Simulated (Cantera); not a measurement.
Mixture: CH4 : CO : O2 : N2 : H2O = 1 : 0.93 : 2.83 : 10.7 : 0.062 (molar parts), equivalence ratio 0.87, at 2.07 atm, adiabatic and at constant pressure. Ignition delay is the time to a rise of 400 K.

Computed with Cantera and GRI-Mech 3.0 (53 species, 325 reactions).

### Question
Predict: delay at 1225 K; delay at 1325 K; delay at 1425 K; delay at 1525 K; apparent activation energy between 1475 and 1575 K.

### Answer
```
Item                                                     Value
--------------------------------------------------  ----------
delay at 1225 K                                        20.4 ms
delay at 1325 K                                        5.05 ms
delay at 1425 K                                        1.46 ms
delay at 1525 K                                       0.497 ms
apparent activation energy between 1475 and 1575 K  190 kJ/mol
```
